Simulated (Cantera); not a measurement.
Standard-state values (1 bar) from the NASA 1993 polynomials, evaluated with Cantera. Values are per mole of reaction as written; species without (g) are pure solids or liquids, kept so even where they would boil at 1 bar.

**Question.** Between 775 and 1450 K, where is each reaction favourable under standard conditions?
- 4 NO(g) + Ta → 2 N2O(g) + TaO2(g)
- 10 NO(g) + 4 Ta → 2 Ta2O5 + 5 N2(g)

**Answer.** 
- 4 NO(g) + Ta → 2 N2O(g) + TaO2(g): ΔG° is -272 kJ at 775 K and -156 kJ at 1450 K; it stays negative (K > 1). ΔH° is -404 kJ and ΔS° -171 J/K at 1450 K.
- 10 NO(g) + 4 Ta → 2 Ta2O5 + 5 N2(g): ΔG° is -4218 kJ at 775 K and -3571 kJ at 1450 K; it stays negative (K > 1). ΔH° is -4928 kJ and ΔS° -936 J/K at 1450 K.
